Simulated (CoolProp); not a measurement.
Saturation properties of hexamethyldisiloxane (MM).

Values from CoolProp's reference Helmholtz-energy equation of state, Thol 2016.

```csv
T (°C),p (bar),liquid density (kg/m³),enthalpy of vaporisation (kJ/kg),liquid cp (kJ/(kg K)),surface tension (mN/m)
53.35,0.2014,729.0,215.9,1.976,12.9
68.65,0.3614,712.0,208.7,2.020,11.6
83.85,0.6078,694.6,201.2,2.065,10.4
99.05,0.9711,676.6,193.5,2.111,9.17
114.35,1.489,657.7,185.2,2.160,7.97
129.55,2.191,638.0,176.5,2.211,6.81
144.85,3.129,617.0,166.9,2.266,5.69
160.05,4.336,594.5,156.5,2.327,4.62
175.35,5.878,569.8,144.9,2.398,3.60
190.55,7.794,542.4,131.7,2.489,2.64
205.75,10.16,510.6,116.1,2.621,1.75
221.05,13.09,470.7,96.26,2.877,0.945
```

It boils at 100.5 °C under 1 atm.

Surface tension comes from a separate correlation (Mulero 2014), older than this fluid's equation and unchecked against measurements.
